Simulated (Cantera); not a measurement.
Feed: 1 mol CH3SiCl3, 0.099 mol C3H8, 5 mol H2, held at 1.33 mbar.

Equilibrium computed with Cantera from the NASA thermochemical tables; the gas is ideal and each condensed phase is pure. Candidate condensed phases: C, C6H6, C7H8, C8H18, Si, SiC; 109 gas species. The feed counts by its element totals alone. Gases not in the tables: Si2H6 and higher silanes. The numbers say what is thermodynamically allowed, not how fast it happens.

Task: What share of the Si ends up in condensed phases as a function of T (°C), at 900, 1100, 1300, 1500, 1700, 1900, 2100, 2300?

Result: 
```csv
T (°C),Si condensed (%),as
900,97.4,SiC(s)
1100,97.8,SiC(s)
1300,94.9,SiC(s)
1500,90.2,SiC(s)
1700,83.2,SiC(s)
1900,53.9,SiC(s)
2100,0.0,-
2300,0.0,-
```
